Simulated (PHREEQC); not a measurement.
Dissolve 24 mmol/kgw NaHS, 0.68 mmol/kgw ZnCl2 and 0.33 mmol/kgw H2SO4 at 25 °C. Closed to the air; pH follows from the charge balance.

Model: ion-association model, phreeqc.dat, run in PHREEQC.

No solid was allowed to form.

### Question
Order these S species by the share of S that they hold, largest first: HS-, SO4-2, H2S, Zn(HS)3-, Zn(HS)2.

### Answer
HS- (90 %), Zn(HS)2 (4.3 %), H2S (2.7 %), Zn(HS)3- (2.0 %), SO4-2 (1.3 %)

The pH is 8.39 and the ionic strength 0.0243 mol/kgw. Examples of supersaturated solids here: Sphalerite (slow to form). Others may be too. Species that the database lacks are ignored.
